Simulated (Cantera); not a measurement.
Feed: 1 mol CH3SiCl3, 1.1 mol C2H2, 28 mol H2, equilibrated at 1.50 Torr.

These are equilibrium values from Cantera (NASA tables, ideal gas, pure condensed phases), not measurements of a reactor. Candidate condensed phases: C, C6H6, C7H8, C8H18, Si, SiC; 109 gas species. The feed counts by its element totals alone. Equilibrium is a limit: real reactors are often held back by kinetics, nucleation or transport.

**Question.** At 1377 °C, list the 6 most abundant gas species with their mole fractions, and the condensed phases.

**Answer.** H2 0.905, HCl 0.0924, H 0.00193, SiCl2 0.000416, Cl 0.000155, C2H2 (acetylene) 4.13e-5. Condensed: C(graphite) + SiC(s).
